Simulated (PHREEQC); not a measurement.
Dissolve 0.047 mol CaCl2, 0.00012 mol Na2HPO4 and 0.0016 mol H4SiO4 per kg of water at 25 °C. Closed to the air; pH follows from the charge balance.

Equilibrium calculation in PHREEQC: ion-association model, phreeqc.dat.

This is a speciation only: nothing precipitates in the calculation.

Question: Estimate the pH, specific conductance, density.

Answer: pH 7.32; specific conductance 9520 µS/cm; density 1.001 g/cm³.

Question: In which forms is P present?

Answer: CaHPO4 64 %, HPO4-2 22 %, H2PO4- 7.2 %, CaPO4- 4.3 %, CaH2PO4+ 3.1 % of the P.

Saturation is exceeded, for instance for Hydroxyapatite, Quartz (slow to form); the values hold only as long as no solid forms.
